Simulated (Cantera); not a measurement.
# Ammonia decomposition in nitride growth gas

An isothermal, constant-pressure homogeneous reactor starts with 90.1 % NH₃, 9.91 % H₂, at 1425 K and 1.01 bar.

Computed with Cantera and the gas-phase N/H chemistry of the illustrative SiF4/NH3 mechanism in the Surface Chemkin manual (1991). Walls and surfaces, which speed up NH3 decomposition in real reactors, are not modelled.

| t (s) | x NH₃ | x H₂ | x N₂ | x H | x N₂H₂ | x NH₂ | x N₂H₄ |
|---|---|---|---|---|---|---|---|
| 2.00e-6 | 0.901 | 0.0991 | <1e-12 | 5.30e-10 | <1e-12 | 4.97e-9 | <1e-12 |
| 1.00e-5 | 0.901 | 0.0991 | <1e-12 | 1.64e-9 | <1e-12 | 2.59e-8 | <1e-12 |
| 5.02e-5 | 0.901 | 0.0991 | <1e-12 | 7.23e-9 | 1.10e-12 | 1.31e-7 | 2.81e-12 |
| 0.000252 | 0.901 | 0.0991 | 2.46e-11 | 3.52e-8 | 9.44e-11 | 6.56e-7 | 1.31e-10 |
| 0.00126 | 0.901 | 0.0991 | 1.33e-8 | 1.74e-7 | 4.07e-9 | 3.26e-6 | 3.77e-9 |
| 0.00632 | 0.901 | 0.0991 | 2.14e-6 | 7.40e-7 | 8.43e-8 | 1.39e-5 | 7.01e-8 |
| 0.0317 | 0.901 | 0.0992 | 4.68e-5 | 1.02e-6 | 1.64e-7 | 1.92e-5 | 1.34e-7 |
| 0.159 | 0.900 | 0.0999 | 0.000288 | 1.03e-6 | 1.64e-7 | 1.92e-5 | 1.34e-7 |
| 0.796 | 0.895 | 0.103 | 0.00149 | 1.06e-6 | 1.61e-7 | 1.90e-5 | 1.32e-7 |
| 3.99 | 0.873 | 0.119 | 0.00723 | 1.22e-6 | 1.49e-7 | 1.85e-5 | 1.24e-7 |
| 20.0 | 0.784 | 0.186 | 0.0308 | 1.85e-6 | 1.06e-7 | 1.62e-5 | 9.53e-8 |
x: mole fraction; the columns are a selection and need not sum to one.

Equilibrium at this temperature and pressure: NH₃ 2.54e-5, H₂ 0.763, N₂ 0.237, H 5.96e-6, N₂H₂ <1e-12, NH₂ 4.10e-10, N₂H₄ <1e-12 (gas phase only).
